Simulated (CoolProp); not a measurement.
Vapour-liquid equilibrium of propane (1) + R236FA (2) at 291.3 K; x and y are mole fractions of (1).

Values from CoolProp's multi-fluid Helmholtz-energy mixture model, Lemmon 2009 and Pan 2012; pair parameters Bell 2016.

Give the bubble pressure and the first vapour's composition at x = 0.05, 0.35, 0.5. Is there an azeotrope?

x = 0.05: 3.205 bar, y = 0.338; x = 0.35: 6.619 bar, y = 0.721; x = 0.5: 7.229 bar, y = 0.764. y crosses x between x = 0.8 and 0.95: the model has an azeotrope there.

Pair parameters are fitted to limited data, so mixtures are less certain than the pure fluids. With so large a gap from Raoult's law the liquid may split in two, which this calculation doesn't test in full.
